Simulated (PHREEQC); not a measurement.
A solution holds 0.02 mol/kgw TMAH, 0.037 mol/kgw K2SO4 and 0.0009 mol/kgw CO2, at 20 °C. Closed to the air; pH follows from the charge balance.

All values are PHREEQC results (ion-association model, wateq4f.dat), not measurements.

Q: The ionic strength comes out as 0.122 mol/kgw. What activity coefficients do SO4-2, HCO3-, KSO4-, K+, CO3-2 get?

A: SO4-2 0.35, HCO3- 0.78, KSO4- 0.78, K+ 0.75, CO3-2 0.37.

Precipitation was switched off in this run. Complexes and solids missing from the database can't appear. (CH3)4N+ isn't in the database: it is added as a free cation with an ion size of 4 Å.
